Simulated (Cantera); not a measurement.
A closed system holds: 1 mol Si₃N₄, 0.088 mol N₂O, 1.9 mol N₂, equilibrated at 975 Torr.

These are equilibrium values from Cantera (NASA tables, ideal gas, pure condensed phases), not measurements of a reactor. Candidate condensed phases: Si, SiO₂, Si₂N₂O, Si₃N₄; 16 gas species. Mutual solubility and eutectic melting of coexisting phases are not modelled. Kinetics and transport are ignored. All values below are at 1648 K.

Base state: N₂ 1.000 (mole fractions); condensed: Si₂N₂O(s) + Si₃N₄(s).

**Question.** What changes in the equilibrium state with this change: 0.024 mol NH₃ added?

**Answer.** 
```
species         before    after
--------------  ------  -------
N₂               1.000    0.983
H₂                   0   0.0174
H                    0  1.03e-5
Si₂N₂O(s), mol  0.0880   0.0880
Si₃N₄(s), mol    0.941    0.941
```
Further candidate phases: H₂O.
